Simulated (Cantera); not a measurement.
What does this Cantera script print?

```python
import numpy as np
import cantera as ct

gas_names = """
    CL CL2 H HCL H2 Si SiCL SiCL2 SiCL3 SiCL4 SiH SiHCL3 SiH2 SiH2CL2 SiH3 SiH3CL SiH4 Si2 Si3
""".split()
cond_names = """
    Si(cr) Si(L)
""".split()


def load(file, names, dense=False):
    # The tables refer to 1 bar. Condensed volumes are neglected.
    table = {s.name: s for s in ct.Species.list_from_file(file)}
    out = []
    for n in names:
        d = dict(table[n].input_data)
        d["thermo"] = dict(d["thermo"], **{"reference-pressure": 1e5})
        if dense:
            d["equation-of-state"] = {"model": "constant-volume", "density": "1e6 g/cm^3"}
        out.append(ct.Species.from_dict(d))
    return out


gas = ct.Solution(thermo="ideal-gas", species=load("nasa_gas.yaml", gas_names))
cond = {s.name: ct.Solution(thermo="fixed-stoichiometry", species=[s], name=s.name)
        for s in load("nasa_condensed.yaml", cond_names, dense=True)}
atoms = {
    'SiH2Cl2': {'Si': 1, 'H': 2, 'CL': 2},
    'H2': {'H': 2},
}
top_T = {}  # K; cautious upper limits of use, not melting points


def equilibrate(T, P, feed):
    n = {}
    for name, mol in feed.items():
        for a, k in atoms[name].items():
            n[a] = n.get(a, 0.0) + k * mol
    gas.TPX = T, P, n
    mass = sum(n.values()) * gas.mean_molecular_weight
    gas.equilibrate("TP")
    valid = [c for c in cond.values() if c.min_temp <= T <= top_T.get(c.name, c.max_temp)]
    mix = ct.Mixture([(gas, mass / gas.mean_molecular_weight)] + [(c, 0.0) for c in valid])
    mix.T, mix.P = T, P
    mix.equilibrate("TP", solver="vcs", rtol=1e-11, max_steps=5000)
    return mix


results = []
feed = {'SiH2Cl2': 1, 'H2': 380}  # mol
T = 1173.15  # K
P = 180  # Pa
mix = equilibrate(T, P, feed)
results.append((T, P, feed, dict(zip(mix.species_names, mix.species_moles))))
print(gas.report(threshold=1e-06))
for i in range(1, mix.n_phases):
    print(f"{mix.phase(i).name:16s} {mix.phase_moles(i):12.5e} mol")
```

Result:

```
       temperature   1173.2 K
          pressure   180 Pa
           density   4.0562e-05 kg/m^3
  mean mol. weight   2.198 kg/kmol
   phase of matter   gas

                          1 kg             1 kmol
                     ---------------   ---------------
          enthalpy        1.1602e+07        2.5503e+07  J
   internal energy        7.1648e+06        1.5748e+07  J
           entropy        1.0202e+05        2.2424e+05  J/K
    Gibbs function       -1.0808e+08       -2.3756e+08  J
 heat capacity c_p             14094             30979  J/K
 heat capacity c_v             10311             22664  J/K

                      mass frac. Y      mole frac. X     chem. pot. / RT
                     ---------------   ---------------   ---------------
                 H        1.2748e-06        2.7799e-06           -12.121
               HCL          0.084818         0.0051136           -45.757
                H2           0.91244           0.99482           -24.242
             SiCL2         0.0026931        5.9801e-05           -71.279
     [  +15 minor]        4.9778e-05        8.5288e-07

Si(cr)            9.76835e-01 mol
```

Cantera equilibrium calculation (NASA polynomials, part measured and part estimated; ideal gas, pure solids and liquids).
